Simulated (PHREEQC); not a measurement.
NaCl is added in steps, without added water, to 1 kg of water holding 100 mmol/kgw K2CO3, at 25 °C. Oxygen is held at 0.21 atm. No CO2 enters from the air. The run lets Halite, Sylvite precipitate or redissolve, and no other solid.

Base run: PHREEQC, ion-association model, phreeqc.dat. Each further column changes one thing. The table gives NaCO3- (mol/kgw).

```csv
NaCl added (mol),base,Davies equation for every ion,database wateq4f.dat,all activity coefficients set to 1
0,0,0,0,0
0.075,0.0203,0.0215,0.0205,0.0388
0.125,0.0300,0.0321,0.0303,0.0549
0.2,0.0405,0.0441,0.0411,0.0691
0.275,0.0479,0.0530,0.0489,___
0.325,0.0517,0.0577,0.0529,___
0.4,0.0562,0.0636,0.0577,0.0839
0.475,0.0597,___,0.0615,0.0863
0.525,0.0616,0.0711,0.0637,0.0876
0.6,0.0641,0.0747,0.0664,0.0890
```

Q: Some entries are withheld; supply them.

A: 
- 0.275, all activity coefficients set to 1: 0.0769
- 0.325, all activity coefficients set to 1: 0.0803
- 0.475, Davies equation for every ion: 0.0684

The ionic strength passes 0.7 mol/kgw, the rough limit of the ion-association models, in part of: base; Davies equation for every ion; database wateq4f.dat; all activity coefficients set to 1. phreeqc.dat and wateq4f.dat share most of their constants, so their agreement is no independent check. Solids allowed in the column 'database wateq4f.dat': Halite, Nahcolite, Natron.
